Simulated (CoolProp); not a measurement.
R1123 along the isobar 611 kPa: fugacity coefficient from the reference equation and from simpler models built on Tc = 331.7 K, pc = 4549 kPa, ω = 0.243; each cubic takes its own stable root.

The numbers come from the reference Helmholtz-energy equation of state, Akasaka 2020 in CoolProp.

| T (K) | phase | reference | van der Waals | Redlich-Kwong | Soave-Redlich-Kwong | Peng-Robinson |
|---|---|---|---|---|---|---|
| 326.9 | gas | 0.9511 | 0.9588 | 0.9526 | 0.9523 | 0.9474 |
| 338.7 | gas | 0.9566 | 0.9622 | 0.9572 | 0.9577 | 0.9528 |
| 350.4 | gas | 0.9614 | 0.9652 | 0.9613 | 0.9623 | 0.9576 |
| 362.2 | gas | 0.9655 | 0.9680 | 0.9649 | 0.9664 | 0.9619 |
| 374 | gas | 0.9692 | 0.9704 | 0.9680 | 0.9700 | 0.9657 |
| 385.8 | gas | 0.9724 | 0.9726 | 0.9709 | 0.9733 | 0.9690 |
| 397.6 | gas | 0.9753 | 0.9747 | 0.9734 | 0.9761 | 0.9721 |
| 409.3 | gas | 0.9778 | 0.9765 | 0.9757 | 0.9787 | 0.9747 |
| 421.1 | gas | 0.9801 | 0.9781 | 0.9777 | 0.9810 | 0.9772 |
| 432.9 | gas | 0.9822 | 0.9797 | 0.9796 | 0.9830 | 0.9793 |
| 444.7 | gas | 0.9840 | 0.9811 | 0.9812 | 0.9849 | 0.9813 |
| 456.4 | gas | 0.9857 | 0.9823 | 0.9827 | 0.9865 | 0.9831 |
| 468.2 | gas | 0.9872 | 0.9835 | 0.9841 | 0.9880 | 0.9847 |
| 480 | gas | 0.9885 | 0.9846 | 0.9854 | 0.9894 | 0.9861 |
